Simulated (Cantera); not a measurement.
A closed system holds: 1 mol Cr, 2 mol N2.

Cantera equilibrium calculation (NASA polynomials, part measured and part estimated; ideal gas, pure solids and liquids). Candidate condensed phases: Cr, CrN, Cr2N; 4 gas species. Kinetics and transport are ignored.

Stable condensed phases, one row left out:

```
T in K \ P in Pa
            0.10    0.60     3.6      22     130     770    4600   28000  170000 1000000
   1098        A       A       A       B       B       B       C       C       C       C
   1073        A       A       B       B       B       C       C       C       C       C
   1048        A       A       B       B       B       C       C       C       C       C
   1023        A       A       B       B       B       C       C       C       C       C
    973        A       B       B       B       C       C       C       C       C       C
    948        B       B       B       B       C       C       C       C       C       C
    923        B       B       B       C       C       C       C       C       C       C
    898        B       B       B       C       C       C       C       C       C       C
    873        B       B       C       C       C       C       C       C       C       C
    848        B       B       C       C       C       C       C       C       C       C
    823        B       C       C       C       C       C       C       C       C       C
    798        B       C       C       C       C       C       C       C       C       C
    773        C       C       C       C       C       C       C       C       C       C
```

A: Cr; B: Cr2N; C: CrN.

### Question
Give the row for 998 K.

### Answer
0.10: Cr; 0.60: Cr2N; 3.6: Cr2N; 22: Cr2N; 130: CrN; 770: CrN; 4600: CrN; 28000: CrN; 170000: CrN; 1000000: CrN.
